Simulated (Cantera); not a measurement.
# Premixed flame

A freely propagating, adiabatic, planar premixed flame of 18.6 % CH₃OH, 21.4 % O₂, 60.0 % N₂, equivalence ratio 1.3, unburnt at 398 K and 100.0 Torr; mixture-averaged transport, grid criteria slope 0.08 and curve 0.16, no radiation.

Detailed kinetics in Cantera: GRI-Mech 3.0 (53 species, 325 reactions). GRI-Mech 3.0 was tuned for natural gas; its chemistry of methanol as a main component is partial and can be far from experiment. Burning velocities carry a grid error of a few per cent, more on coarse grids.

| z (mm) | T (K) | u (m/s) | x CH₃OH | x O₂ | x HCO | x CH₃ | x C₂H₂ | x OH |
|---|---|---|---|---|---|---|---|---|
| -4.01 | 398 | 1.27 | 0.185 | 0.213 | <1e-8 | <1e-8 | <1e-8 | <1e-8 |
| -2.67 | 399 | 1.28 | 0.184 | 0.212 | <1e-8 | <1e-8 | <1e-8 | <1e-8 |
| -2.01 | 406 | 1.32 | 0.183 | 0.210 | <1e-8 | <1e-8 | <1e-8 | <1e-8 |
| -1.34 | 471 | 1.56 | 0.176 | 0.201 | <1e-8 | <1e-8 | 6.73e-8 | <1e-8 |
| -0.669 | 895 | 3.13 | 0.132 | 0.161 | 6.62e-7 | 2.74e-6 | 9.12e-7 | 5.03e-6 |
| -0.334 | 1329 | 4.87 | 0.0731 | 0.117 | 9.19e-5 | 6.88e-5 | 2.36e-6 | 0.000200 |
| 0 | 1746 | 6.70 | 0.0142 | 0.0741 | 0.000660 | 0.000490 | 4.85e-6 | 0.00211 |
| 0.334 | 1902 | 7.40 | 0.000474 | 0.0465 | 0.000184 | 0.000306 | 4.40e-6 | 0.00583 |
| 0.669 | 1934 | 7.53 | 4.02e-6 | 0.0290 | 7.56e-6 | 4.16e-5 | 1.31e-6 | 0.00929 |
| 1.34 | 1960 | 7.58 | <1e-8 | 0.0151 | 1.09e-7 | 5.23e-7 | 3.29e-8 | 0.0120 |
| 2.67 | 1983 | 7.62 | <1e-8 | 0.0106 | 5.84e-8 | <1e-8 | <1e-8 | 0.0125 |
| 5.35 | 2006 | 7.69 | <1e-8 | 0.00947 | 5.25e-8 | <1e-8 | <1e-8 | 0.0124 |
| 10.7 | 2040 | 7.80 | <1e-8 | 0.00860 | 4.67e-8 | <1e-8 | <1e-8 | 0.0122 |
x: mole fraction of selected species; z is measured from the peak of heat release.

| Property | Value |
|---|---|
| laminar burning velocity | 127 cm/s |
| thermal thickness | 1.34 mm |
| peak x(HCO) | 0.000665 |
| peak x(CH₃) | 0.000548 |
| peak x(C₂H₂) | 5.42e-6 |
| peak x(OH) | 0.0125 |
